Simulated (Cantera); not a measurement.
A perfectly stirred reactor is fed with 9.94 % H₂, 58.5 % O₂, 31.6 % N₂, equivalence ratio 0.085, at 0.0132 atm; it is held at 975 K, and followed from long to short residence time.

Cantera simulation using the H2/O2 subset of GRI-Mech 3.0, which has no nitrogen chemistry; the numbers are that mechanism's predictions, not measurements. Radical loss at walls, strong at low pressure, is not modelled. The temperature is held fixed by assumption; the heat of reaction is taken as removed at once.

One state of this run: x H₂ = 0.00254; x O₂ = 0.561; x H = 0.00163; x O = 0.00312; x HO₂ = 6.73e-6; x OH = 0.000918; x H₂O₂ = 2.19e-7. x: mole fraction; the columns are a selection and need not sum to one.

Which value of τ (s) does it belong to?
(A) 0.0077
(B) 0.19
(C) 0.56
(D) 0.0026

B, 0.19
